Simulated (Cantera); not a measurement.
Charge: 1 mol Pb, 0.58 mol H2S, a varied amount of H2, held at 5550 Torr.

Method: chemical equilibrium by Gibbs-energy minimisation in Cantera with the NASA 1993 tables (ideal gas, pure condensed phases). Candidate condensed phases: Pb, PbS, S; 10 gas species. Mutual solubility and eutectic melting of coexisting phases are not modelled. Rates play no part.

Stable condensed phases, one row left out:

```
T in K \ n(H2) in mol
         4.4 6.8 9.3  12  14  17  19  21  24  26  29
   1748    A   A   A   A   A   A   A   A   A   B   B
   1648    A   A   A   A   A   A   A   A   A   A   A
   1548    A   A   A   A   A   A   A   A   A   A   A
   1448    A   A   A   A   A   A   A   A   A   A   A
   1348    A   A   A   A   A   A   A   A   A   A   A
   1248    C   A   A   A   A   A   A   A   A   A   A
   1048    C   C   C   C   C   C   C   C   A   A   A
    948    C   C   C   C   C   C   C   C   C   C   C
    848    C   C   C   C   C   C   C   C   C   C   C
    748    C   C   C   C   C   C   C   C   C   C   C
    648    C   C   C   C   C   C   C   C   C   C   C
```

A: Pb; B: gas only; C: Pb + PbS.

Problem. Give the row for 1148 K.

Solution. 4.4: Pb + PbS; 6.8: Pb + PbS; 9.3: Pb + PbS; 12: Pb; 14: Pb; 17: Pb; 19: Pb; 21: Pb; 24: Pb; 26: Pb; 29: Pb.
